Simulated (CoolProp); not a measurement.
c-C4F8 (RC318) along the isotherm 240.1 K: fugacity coefficient from the reference equation and from simpler models built on Tc = 388.4 K, pc = 2778 kPa, ω = 0.355; each cubic takes its own stable root.

Computed with CoolProp (reference Helmholtz-energy equation of state, Platzer 1990). This equation is an older, rougher fit; its heat capacities, sound speeds and derivatives of the liquid may be far off and weren't checked against measurements.

```tsv
p (kPa)	phase	reference	van der Waals	Redlich-Kwong	Soave-Redlich-Kwong	Peng-Robinson
4.39	gas	0.9975	0.9986	0.9980	0.9976	0.9975
6.84	gas	0.9961	0.9978	0.9968	0.9963	0.9961
10.6	gas	0.9939	0.9966	0.9951	0.9942	0.9940
16.6	gas	0.9905	0.9946	0.9923	0.9909	0.9906
25.8	gas	0.9852	0.9916	0.9881	0.9859	0.9855
40.2	liquid	0.6930	0.9870	0.9815	0.6944	0.7089
62.6	liquid	0.4456	0.9797	0.9711	0.4465	0.4558
97.5	liquid	0.2867	0.9684	0.7660	0.2873	0.2932
152	liquid	0.1845	0.9507	0.4931	0.1849	0.1886
236	liquid	0.1194	0.9234	0.3193	0.1197	0.1221
368	liquid	0.07717	0.7108	0.2065	0.07741	0.07885
573	liquid	0.05016	0.4656	0.1344	0.05036	0.05121
892	liquid	0.03283	0.3083	0.08816	0.03299	0.03348
1390	liquid	0.02169	0.2074	0.05843	0.02184	0.02208
```

At some of these states van der Waals, Redlich-Kwong gives the other phase, because its saturation line lies elsewhere.
